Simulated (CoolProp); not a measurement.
Acetone along the isobar 26300 kPa: Z from the reference equation and from simpler models built on Tc = 235.0 °C, pc = 4692 kPa, ω = 0.307; each cubic takes its own stable root.

Model: reference Helmholtz-energy equation of state, Lemmon 2006, in CoolProp. It is a short technical equation, of lower accuracy than the large ones.

| T (°C) | phase | reference |
|---|---|---|
| 81.35 | liquid | 0.6883 |
| 97.65 | liquid | 0.6726 |
| 113.95 | liquid | 0.6591 |
| 130.25 | liquid | 0.6476 |
| 146.55 | liquid | 0.6381 |
| 162.85 | liquid | 0.6303 |
| 179.15 | liquid | 0.6244 |
| 195.45 | liquid | 0.6201 |
| 211.65 | liquid | 0.6176 |
| 227.95 | liquid | 0.6168 |
| 244.25 | supercritical | 0.6177 |
| 260.55 | supercritical | 0.6203 |
| 276.85 | supercritical | 0.6247 |

Question: How far does each simpler model (Redlich-Kwong, Soave-Redlich-Kwong) lie from the reference over these 13 states: mean and median of the absolute difference, and the worst?

Answer: 
- Redlich-Kwong: mean 27.0 %, median 27.3 %, worst +29.2 % at 81.35 °C and 26300 kPa
- Soave-Redlich-Kwong: mean 25.6 %, median 25.4 %, worst +26.3 % at 276.85 °C and 26300 kPa
